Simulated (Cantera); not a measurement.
**Equilibrium for metals in furnace atmospheres: Ni + NH₃ + N₂**

Charge: 1 mol Ni, 2.1 mol NH₃, 140 mol N₂, held at 1600 °C.

Cantera equilibrium calculation (NASA polynomials, part measured and part estimated; ideal gas, pure solids and liquids). Candidate condensed phases: Ni; 10 gas species. Rates play no part.

```
P (Pa)   log p N₂  log p H₂  log p H  log p Ni  n Ni(l)
-------  --------  --------  -------  --------  -------
10          -4.01     -5.76    -6.07     -6.16        0
120         -2.93     -4.61    -5.50     -5.08        0
1600        -1.81     -3.47    -4.92     -4.43    0.662
19000       -0.73     -2.38    -4.38     -4.43    0.972
240000       0.37     -1.28    -3.83     -4.43    0.998
3000000      1.47     -0.18    -3.28     -4.43    1.000
```
log p: log10 of the partial pressure in bar; n: condensed amount in mol.

From 0.000100 bar to 0.00120 bar nothing is condensed. From 0.0160 bar to 30.0 bar the condensed part is Ni(l). The main Ni-bearing gas is Ni throughout.
